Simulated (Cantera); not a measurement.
A perfectly stirred reactor is fed with CO : H₂ : O₂ : N₂ : H₂O = 1 : 0.41 : 0.588 : 2.21 : 0.17 (molar parts), equivalence ratio 1.2, at 500000 Pa; it is adiabatic with a 625 K inlet, and is followed from long to short residence time, starting on the burning branch (τ in s: 0.19, 0.086, 0.04, 0.018, 0.0085, 0.0039, 0.0018, 0.00084, 0.00039, 0.00018, 8.3e-05, 3.9e-05, 1.8e-05).

Model: GRI-Mech 3.0 (53 species, 325 reactions), integrated in Cantera. The hydrogen kinetics of GRI-Mech 3.0 are dated; newer H2 mechanisms differ, most at raised pressure.

What does this change do: O2 0.588 to 0.43 parts?


| quantity | before | after |
|---|---|---|
| blow-out, bracketed by the residence times tried | burning at 18.0 µs, the shortest tried | burning at 18.0 µs, the shortest tried |
| x(CO) at τ = 0.190 s | 0.0663 | 0.123 |
| x(H₂) at τ = 0.190 s | 0.00759 | 0.0219 |
| x(O₂) at τ = 0.190 s | 0.00377 | 2.94e-5 |
| x(CO₂) at τ = 0.190 s | 0.195 | 0.140 |
| x(NO₂) at τ = 0.190 s | 7.11e-7 | 1.52e-9 |
| x(CO) at τ = 1.80 ms | 0.0710 | 0.124 |
| x(H₂) at τ = 1.80 ms | 0.00832 | 0.0220 |
| x(O₂) at τ = 1.80 ms | 0.00696 | 0.000776 |
| x(CO₂) at τ = 1.80 ms | 0.189 | 0.139 |
| x(NO₂) at τ = 1.80 ms | 4.31e-7 | 5.97e-9 |
